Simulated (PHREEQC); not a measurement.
Solution (25 °C): 19 mmol/kgw H3PO4, 130 mmol/kgw HNO3 and 0.02 mmol/kgw H4SiO4. Closed to the air; pH follows from the charge balance.

The numbers come from PHREEQC with the ion-association model, phreeqc.dat.

```tsv
quantity	before	after
pH	0.97	0.98
ionic strength (mol/kgw)	0.132	0.131
H3PO4 (mol/kgw)	0.0175	0.0179
H2PO4- (mol/kgw)	0.00148	0.00108
HPO4-2 (mol/kgw)	1.93e-9	1.79e-9
SI of Quartz (SiO2)	-0.70	-1.16
```

### Question
What was changed between the two runs?
(A) HNO3 left out
(B) temperature from 25 to 60 °C
(C) temperature from 25 to 20 °C
(D) H4SiO4 from 2e-05 to 4e-05 mol/kgw

### Answer
B, temperature from 25 to 60 °C

Precipitation was switched off in this run. Away from 25 °C the constants follow the database's enthalpies or fits; those with neither stay at their 25 °C values.
